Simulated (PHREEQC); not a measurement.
Model water analysis in mmol/kgw, 55 °C, pH 6.58, pe -0.6:

```
constituent           mmol/kgw
--------------------  --------
Na                         244
K                      0.00497
Ca                        15.2
Mg                        67.5
Cl                         372
S(6)                        27
Alkalinity (meq/kgw)       2.7
Si                         1.5
```

Valence states are taken as typed.

The numbers come from PHREEQC with the ion-association model, phreeqc.dat.

- ionic strength: 0.466 mol/kgw
- activity of water: 0.988
- specific conductance: 58500 µS/cm
- density: 1.003 g/cm³
- charge-balance error: -2.5 %

```
species  molality  activity   log γ
-------  --------  --------  ------
Cl-         0.372     0.238  -0.194
Na+         0.241     0.169  -0.153
Mg+2       0.0544    0.0149  -0.562
Ca+2       0.0138   0.00336  -0.613
MgSO4      0.0126    0.0140   0.047
SO4-2      0.0101   0.00199  -0.708
```

This is a speciation only: nothing precipitates in the calculation. Saturation is exceeded, for instance for Quartz (slow to form), Chalcedony (slow to form); the values hold only as long as no solid forms. At this temperature some constants are extrapolated from 25 °C, and those without enthalpy data are left unchanged.
